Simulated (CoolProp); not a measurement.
Values from CoolProp's reference Helmholtz-energy equation of state, Zhou 2012.

Problem. For o-xylene, give the phase and the expansivity (1/kK), Prandtl number at 355.8 K and 10.2 MPa.

Solution. 
- 355.8 K and 10.2 MPa: liquid; expansivity 0.987, Prandtl number 7.08

Viscosity comes from a separate model (Cao 2016). Thermal conductivity comes from a separate model (Mylona 2014).
